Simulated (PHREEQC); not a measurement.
A solution holds 1.4 mmol/kgw HF, 9.6 mmol/kgw KF and 0.014 mmol/kgw HCl, at 20 °C. It is in equilibrium with CO2 at log p = -3.4 (atm). Otherwise closed; pH follows from the charge balance.

Computed with PHREEQC (ion-association model, phreeqc.dat).

This is a speciation only: nothing precipitates in the calculation.

Predict the pH, ionic strength.

pH 3.98; ionic strength 0.00971 mol/kgw.

In which forms is F present?

F- 88 %, HF 11 %, HF2- 0.8 % of the F.
